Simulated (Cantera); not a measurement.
# Adiabatic ignition

An adiabatic, constant-pressure homogeneous reactor starts with 1.23 % CH4, 0.0970 % C2H6, 1.000 % C3H8, 11.2 % O2, 86.4 % N2, at 1075 K and 22.0 bar.

Detailed kinetics in Cantera: GRI-Mech 3.0 (53 species, 325 reactions). GRI-Mech 3.0 was tuned for natural gas; its chemistry of propane as a main component is partial and can be far from experiment. The pressure lies above the range GRI-Mech 3.0 was tuned for (to about 10 atm).

```json
[
 {"t (s)": "2.00e-6", "T (K)": "1075", "x CH4": "0.0123", "x C2H6": "0.000970", "x C3H8": "0.01000", "x H2": "9.97e-12", "x NO2": "<1e-12", "x H2O": "2.26e-11"},
 {"t (s)": "5.37e-6", "T (K)": "1075", "x CH4": "0.0123", "x C2H6": "0.000970", "x C3H8": "0.01000", "x H2": "3.17e-11", "x NO2": "<1e-12", "x H2O": "1.53e-10"},
 {"t (s)": "1.44e-5", "T (K)": "1075", "x CH4": "0.0123", "x C2H6": "0.000970", "x C3H8": "0.01000", "x H2": "1.07e-10", "x NO2": "<1e-12", "x H2O": "1.11e-9"},
 {"t (s)": "3.86e-5", "T (K)": "1075", "x CH4": "0.0123", "x C2H6": "0.000970", "x C3H8": "0.01000", "x H2": "4.80e-10", "x NO2": "<1e-12", "x H2O": "8.93e-9"},
 {"t (s)": "0.000104", "T (K)": "1075", "x CH4": "0.0123", "x C2H6": "0.000970", "x C3H8": "0.01000", "x H2": "3.64e-9", "x NO2": "<1e-12", "x H2O": "8.30e-8"},
 {"t (s)": "0.000278", "T (K)": "1075", "x CH4": "0.0123", "x C2H6": "0.000970", "x C3H8": "0.00999", "x H2": "4.79e-8", "x NO2": "<1e-12", "x H2O": "9.28e-7"},
 {"t (s)": "0.000746", "T (K)": "1075", "x CH4": "0.0124", "x C2H6": "0.000970", "x C3H8": "0.00998", "x H2": "6.40e-7", "x NO2": "<1e-12", "x H2O": "9.74e-6"},
 {"t (s)": "0.00200", "T (K)": "1075", "x CH4": "0.0124", "x C2H6": "0.000971", "x C3H8": "0.00991", "x H2": "4.68e-6", "x NO2": "<1e-12", "x H2O": "6.33e-5"},
 {"t (s)": "0.00537", "T (K)": "1077", "x CH4": "0.0124", "x C2H6": "0.000986", "x C3H8": "0.00943", "x H2": "4.64e-5", "x NO2": "<1e-12", "x H2O": "0.000527"},
 {"t (s)": "0.0144", "T (K)": "1931", "x CH4": "<1e-12", "x C2H6": "<1e-12", "x C3H8": "<1e-12", "x H2": "1.31e-5", "x NO2": "4.63e-8", "x H2O": "0.0667"},
 {"t (s)": "0.0386", "T (K)": "1931", "x CH4": "<1e-12", "x C2H6": "<1e-12", "x C3H8": "<1e-12", "x H2": "1.31e-5", "x NO2": "1.73e-7", "x H2O": "0.0667"},
 {"t (s)": "0.104", "T (K)": "1930", "x CH4": "<1e-12", "x C2H6": "<1e-12", "x C3H8": "<1e-12", "x H2": "1.30e-5", "x NO2": "5.09e-7", "x H2O": "0.0667"},
 {"t (s)": "0.278", "T (K)": "1930", "x CH4": "<1e-12", "x C2H6": "<1e-12", "x C3H8": "<1e-12", "x H2": "1.30e-5", "x NO2": "1.37e-6", "x H2O": "0.0667"},
 {"t (s)": "0.746", "T (K)": "1929", "x CH4": "<1e-12", "x C2H6": "<1e-12", "x C3H8": "<1e-12", "x H2": "1.29e-5", "x NO2": "3.37e-6", "x H2O": "0.0667"},
 {"t (s)": "2.00", "T (K)": "1926", "x CH4": "<1e-12", "x C2H6": "<1e-12", "x C3H8": "<1e-12", "x H2": "1.28e-5", "x NO2": "6.72e-6", "x H2O": "0.0667"}
]
```
x: mole fraction; the columns are a selection and need not sum to one.

- time of steepest temperature rise = 7.86 ms
- temperature at 2.00 s = 1926 K
- equilibrium temperature = 1925 K
- x(CH4) at 2.00 s = <1e-12 (gas-phase equilibrium <1e-12)
- x(C2H6) at 2.00 s = <1e-12 (gas-phase equilibrium <1e-12)
- x(C3H8) at 2.00 s = <1e-12 (gas-phase equilibrium <1e-12)
